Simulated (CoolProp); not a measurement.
Properties of propylene along the isobar 5810 kPa (Tc = 91.1 °C, pc = 4555 kPa, ω = 0.146).

Computed with CoolProp (reference Helmholtz-energy equation of state, Lemmon 2013).

```
T (°C)          phase       Z  viscosity (µPa s)
------  -------------  ------  -----------------
16.25          liquid  0.1904                111
28.05          liquid  0.1894                100
39.95          liquid  0.1894               90.1
51.85          liquid  0.1908                [?]
63.65          liquid     [?]               71.7
75.55          liquid  0.2008               62.6
87.35          liquid  0.2141               52.7
99.25   supercritical  0.2526               39.4
111.05  supercritical  0.4329               22.1
122.95  supercritical  0.5547               18.7
134.75  supercritical  0.6264               17.6
146.65  supercritical  0.6783               17.2
158.45  supercritical  0.7183                [?]
```

**Question.** Fill in the missing entries.

**Answer.** 
- 51.85, viscosity (µPa s): 80.7
- 63.65, Z: 0.1941
- 158.45, viscosity (µPa s): 16.9

Viscosity comes from a separate model (Huber 2003), an estimate that may be off by 10 % or more.
